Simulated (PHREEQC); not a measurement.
1 kg of water holding 0.052 mol/kgw MgCl2, 0.29 mol/kgw KCl, 0.51 mol/kgw SrCl2 and 0.021 mol/kgw CaCl2 is evaporated at 30 °C; the solids stay in contact with the brine. The system is closed to CO2. Only these solids could form: Bischofite, Brucite, Carnallite, Portlandite, Sylvite, MgCl2_4H2O.

The series has 10 steps of water left (kg), from 1 to 0.1711.

The numbers come from PHREEQC with the Pitzer model, pitzer.dat.

Question: Which solids form, in which order, and at which step of the series does each first stand?

Answer: Sylvite from water left = 0.1711 kg.

Species that the database lacks are ignored.
